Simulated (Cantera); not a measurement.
Charge: 1 mol SiH2Cl2, a varied amount of N2, equilibrated at 1975 K and 133 Pa.

Method: chemical equilibrium by Gibbs-energy minimisation in Cantera with the NASA 1993 tables (ideal gas, pure condensed phases). Candidate condensed phases: NH4Cl, Si, Si3N4; 28 gas species. Gases not in the tables: Si2H6 and higher silanes. Equilibrium is a limit: real reactors are often held back by kinetics, nucleation or transport.

Problem. What share of the Si ends up in condensed phases as a function of n(N2) (mol), at 0.53, 1.4, 2.2, 3.1, 3.9, 4.8, 5.7, 6.5, 7.4, 8.2?

Solution. 
```csv
n(N2) (mol),Si condensed (%),as
0.53,16.7,Si(l)
1.4,14.3,Si(l)
2.2,12.0,Si(l)
3.1,9.5,Si(l)
3.9,7.3,Si(l)
4.8,4.8,Si(l)
5.7,2.3,Si(l)
6.5,0.1,Si(l)
7.4,0.0,-
8.2,0.0,-
```
